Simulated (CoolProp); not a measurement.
Vapour-liquid equilibrium of fluoroethane (R161) (1) + R134a (2) at 9.65 bar; x and y are mole fractions of (1).

Model: multi-fluid Helmholtz-energy mixture model, Wu 2012 and Tillner-Roth 1994; pair parameters Bell 2016, in CoolProp.

```tsv
x	bubble temperature, mixture model (°C)	bubble temperature, Raoult's law (°C)	y, mixture model	y, Raoult's law
0.05	37.7	37.4	0.058	0.066
0.125	37.0	36.5	0.145	0.162
0.2	36.3	35.6	0.231	0.253
0.275	35.6	34.7	0.316	0.340
0.35	34.8	33.8	0.399	0.423
0.425	34.0	32.9	0.480	0.502
0.5	33.1	32.0	0.559	0.577
0.575	32.2	31.2	0.636	0.649
0.65	31.3	30.3	0.709	0.718
0.725	30.3	29.5	0.779	0.784
0.8	29.3	28.7	0.845	0.846
0.875	28.3	27.9	0.907	0.906
0.95	27.3	27.1	0.964	0.963
```

The largest gap from Raoult's law is +1.1 K in bubble temperature, at x = 0.5. No azeotrope shows between x = 0.05 and 0.95.

The pair parameters rest on a limited set of measurements; away from them the model extrapolates.
